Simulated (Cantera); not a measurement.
Feed: 1 mol FeS2, 3.6 mol H2S, 0.57 mol CO2, held at 1000 Pa.

Cantera equilibrium calculation (NASA polynomials, part measured and part estimated; ideal gas, pure solids and liquids). Candidate condensed phases: C, C6H6, C7H8, C8H18, Fe, Fe(CO)5, FeO, Fe(OH)2, Fe(OH)3, FeS, FeSO4, FeS2, Fe2O3, Fe2(SO4)3, Fe3O4, H2O, H2SO4, S; 127 gas species. FeS: taken at fixed stoichiometry. Gases not in the tables: S3 to S7. The numbers say what is thermodynamically allowed, not how fast it happens.

### Question
At 977 °C, list the 4 most abundant gas species with their mole fractions, and the condensed phases.

### Answer
H2 0.297, S2 0.276, H2S 0.242, H2O 0.0839. Condensed: FeS(s).
